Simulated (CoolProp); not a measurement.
Saturated liquid density (kg/m³) of carbonyl sulfide: the reference equation beside estimates from Tc = 378.8 K, pc = 6.369 MPa, ω = 0.098. Rackett uses Z = 0.29056 − 0.08775 ω.

Model: reference Helmholtz-energy equation of state, Lemmon 2006, in CoolProp. It is a short technical equation, of lower accuracy than the large ones.

```json
[
 {"T (K)": "295.2", "reference": "998.8", "Rackett": "980.2", "Peng-Robinson": "1048"},
 {"T (K)": "304.2", "reference": "972.3", "Rackett": "954.8", "Peng-Robinson": "1013"},
 {"T (K)": "313.3", "reference": "943.7", "Rackett": "927.4", "Peng-Robinson": "974.6"},
 {"T (K)": "322.3", "reference": "913.2", "Rackett": "898.5", "Peng-Robinson": "933.2"},
 {"T (K)": "331.3", "reference": "880.1", "Rackett": "867.1", "Peng-Robinson": "887.7"},
 {"T (K)": "340.4", "reference": "842.9", "Rackett": "832.0", "Peng-Robinson": "836.4"},
 {"T (K)": "349.4", "reference": "801.2", "Rackett": "792.7", "Peng-Robinson": "778.7"},
 {"T (K)": "358.5", "reference": "751.3", "Rackett": "745.6", "Peng-Robinson": "710.3"}
]
```

Absolute difference from the reference over all 8 rows, mean and median: Rackett 1.4 and 1.5 %, Peng-Robinson 3.1 and 3.0 %.
